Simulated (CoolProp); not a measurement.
Vapour-liquid equilibrium of R152A (1) + R227EA (2) at 0.000472 MPa; x and y are mole fractions of (1).

Values from CoolProp's multi-fluid Helmholtz-energy mixture model, Outcalt 1996 and Lemmon 2016; pair parameters Bell 2016.

```json
[
 {"x": "0.05", "bubble temperature, mixture model (°C)": "-95.8", "bubble temperature, Raoult's law (°C)": "-95.9", "y, mixture model": "0.079", "y, Raoult's law": "0.093"},
 {"x": "0.125", "bubble temperature, mixture model (°C)": "-96.3", "bubble temperature, Raoult's law (°C)": "-96.5", "y, mixture model": "0.207", "y, Raoult's law": "0.218"},
 {"x": "0.2", "bubble temperature, mixture model (°C)": "-97.0", "bubble temperature, Raoult's law (°C)": "-97.1", "y, mixture model": "0.334", "y, Raoult's law": "0.329"},
 {"x": "0.275", "bubble temperature, mixture model (°C)": "-97.7", "bubble temperature, Raoult's law (°C)": "-97.7", "y, mixture model": "0.449", "y, Raoult's law": "0.427"},
 {"x": "0.35", "bubble temperature, mixture model (°C)": "-98.4", "bubble temperature, Raoult's law (°C)": "-98.2", "y, mixture model": "0.548", "y, Raoult's law": "0.515"},
 {"x": "0.425", "bubble temperature, mixture model (°C)": "-99.0", "bubble temperature, Raoult's law (°C)": "-98.7", "y, mixture model": "0.630", "y, Raoult's law": "0.594"},
 {"x": "0.5", "bubble temperature, mixture model (°C)": "-99.6", "bubble temperature, Raoult's law (°C)": "-99.2", "y, mixture model": "0.698", "y, Raoult's law": "0.666"},
 {"x": "0.575", "bubble temperature, mixture model (°C)": "-100.1", "bubble temperature, Raoult's law (°C)": "-99.7", "y, mixture model": "0.755", "y, Raoult's law": "0.730"},
 {"x": "0.65", "bubble temperature, mixture model (°C)": "-100.5", "bubble temperature, Raoult's law (°C)": "-100.1", "y, mixture model": "0.803", "y, Raoult's law": "0.788"},
 {"x": "0.725", "bubble temperature, mixture model (°C)": "-100.9", "bubble temperature, Raoult's law (°C)": "-100.5", "y, mixture model": "0.845", "y, Raoult's law": "0.841"},
 {"x": "0.8", "bubble temperature, mixture model (°C)": "-101.2", "bubble temperature, Raoult's law (°C)": "-100.9", "y, mixture model": "0.885", "y, Raoult's law": "0.890"},
 {"x": "0.875", "bubble temperature, mixture model (°C)": "-101.5", "bubble temperature, Raoult's law (°C)": "-101.3", "y, mixture model": "0.925", "y, Raoult's law": "0.934"},
 {"x": "0.95", "bubble temperature, mixture model (°C)": "-101.8", "bubble temperature, Raoult's law (°C)": "-101.7", "y, mixture model": "0.967", "y, Raoult's law": "0.975"}
]
```

The largest gap from Raoult's law is -0.4 K in bubble temperature, at x = 0.575. No azeotrope shows between x = 0.05 and 0.95.

The pair parameters rest on a limited set of measurements; away from them the model extrapolates. The gap from Raoult's law changes sign with composition, which may be real or a fault of the pair parameters; it wasn't checked against measurements.
